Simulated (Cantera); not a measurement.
Cantera run, input and output.

```python
import numpy as np
import cantera as ct

gas = ct.Solution("gri30.yaml")
gas.TPX = 473, 1000000, {'CH4': 1, 'O2': 1.82, 'N2': 7.45}
flame = ct.FreeFlame(gas, width=0.008)
flame.set_refine_criteria(ratio=3, slope=0.08, curve=0.16)
flame.transport_model = "mixture-averaged"
flame.solve(loglevel=0, auto=True)
z, T = flame.grid, flame.T
thick = (T[-1] - T[0]) / np.gradient(T, z).max()
show = ['CH4', 'O2', 'H2O', 'C2H6', 'CO2', 'OH']
print(f"laminar burning velocity  {flame.velocity[0] * 100:.3f} cm/s")
print(f"burnt temperature         {T[-1]:.1f} K")
print(f"thermal thickness         {thick * 1e3:.4f} mm")
print(f"grid points               {len(z)}")
z0 = z[flame.heat_release_rate.argmax()]
print(f"{'z/mm':>9s}{'T/K':>9s}{'u/(m/s)':>9s}" + "".join(f"{s:>11s}" for s in show))
rows = []
for k in (-3, -2, -1.5, -1, -0.5, -0.25, 0, 0.25, 0.5, 1, 2, 4, 8):
    zz = z0 + k * thick
    rows.append([k * thick, np.interp(zz, z, T), np.interp(zz, z, flame.velocity),
                 *(np.interp(zz, z, flame.X[gas.species_index(s)]) for s in show)])
    print(f"{rows[-1][0] * 1e3:9.3f}{rows[-1][1]:9.1f}{rows[-1][2]:9.3f}" + "".join(f"{x:11.3e}" for x in rows[-1][3:]))
```

Output:

```
laminar burning velocity  25.486 cm/s
burnt temperature         2261.2 K
thermal thickness         0.0936 mm
grid points               142
     z/mm      T/K  u/(m/s)        CH4         O2        H2O       C2H6        CO2         OH
   -0.281    474.2    0.256  9.714e-02  1.769e-01  2.189e-04  9.550e-08  2.910e-06  1.901e-12
   -0.187    481.3    0.260  9.644e-02  1.762e-01  1.399e-03  1.116e-06  3.116e-05  9.361e-11
   -0.140    508.2    0.275  9.444e-02  1.740e-01  5.386e-03  7.779e-06  1.990e-04  1.600e-09
   -0.094    648.3    0.354  8.540e-02  1.628e-01  2.348e-02  7.550e-05  1.717e-03  3.993e-08
   -0.047   1153.6    0.637  5.379e-02  1.162e-01  7.958e-02  5.571e-04  1.185e-02  3.679e-06
   -0.023   1574.4    0.874  2.678e-02  7.244e-02  1.225e-01  7.347e-04  2.460e-02  6.598e-05
    0.000   1962.4    1.091  4.486e-03  2.788e-02  1.600e-01  6.341e-05  4.283e-02  1.036e-03
    0.023   2115.6    1.171  1.464e-04  8.411e-03  1.724e-01  8.408e-08  5.839e-02  3.205e-03
    0.047   2167.1    1.195  3.225e-06  3.762e-03  1.749e-01  4.620e-11  6.555e-02  3.454e-03
    0.094   2212.3    1.217  7.398e-09  1.585e-03  1.771e-01  2.968e-16  6.944e-02  2.629e-03
    0.187   2241.9    1.232  4.863e-12  5.796e-04  1.792e-01  2.304e-20  7.082e-02  1.640e-03
    0.374   2255.9    1.238  1.167e-13  1.974e-04  1.803e-01  3.204e-23  7.133e-02  9.879e-04
    0.749   2260.5    1.241  1.451e-13  9.321e-05  1.807e-01  1.395e-25  7.150e-02  7.169e-04
```

Computed with Cantera and GRI-Mech 3.0 (53 species, 325 reactions). Burning velocities carry a grid error of a few per cent, more on coarse grids.
